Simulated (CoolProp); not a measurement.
Isobutene along the isobar 2.48 MPa: density (kg/m³) from the reference equation and from simpler models built on Tc = 144.9 °C, pc = 4.016 MPa, ω = 0.193; each cubic takes its own stable root.

Model: reference Helmholtz-energy equation of state, Lemmon 2005, in CoolProp. It is a short technical equation, of lower accuracy than the large ones.

```tsv
T (°C)	phase	reference
5.75	liquid	615.1
44.45	liquid	567.7
83.25	liquid	509.3
121.95	gas	65.66
160.65	gas	49.61
199.35	gas	41.97
238.15	gas	36.96
276.85	gas	33.29
```

Problem. How far does each simpler model (van der Waals, Redlich-Kwong, Peng-Robinson) lie from the reference over these 8 states: mean and median of the absolute difference, and the worst?

Solution. 
- van der Waals: mean 16.0 %, median 6.9 %, worst -37.9 % at 83.25 °C and 2.48 MPa
- Redlich-Kwong: mean 5.0 %, median 2.7 %, worst -13.6 % at 83.25 °C and 2.48 MPa
- Peng-Robinson: mean 2.1 %, median 1.5 %, worst +5.4 % at 5.75 °C and 2.48 MPa
